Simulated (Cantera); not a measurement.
A closed system holds: 1 mol trisilylamine, 19 mol NH3, 25 mol H2, equilibrated at 100000 Pa.

Cantera equilibrium calculation (NASA polynomials, part measured and part estimated; ideal gas, pure solids and liquids). Candidate condensed phases: Si, Si3N4; 18 gas species. The feed counts by its element totals alone. Equilibrium is a limit: real reactors are often held back by kinetics, nucleation or transport. All values below are at 1350 K.

Base state: H2 0.879, N2 0.121, NH3 2.93e-5 (mole fractions); condensed: Si3N4(s).

Question: What changes in the equilibrium state with this change: NH3 from 19 to 2.2 mol?

Answer: 
```
species         before    after
-------------  -------  -------
H2               0.879    1.000
N2               0.121  1.77e-6
NH3            2.93e-5  1.36e-7
Si3N4(s), mol     1.00    0.800
Si(s), mol           0    0.600
```
Mutual solubility and eutectic melting of coexisting phases are not modelled.
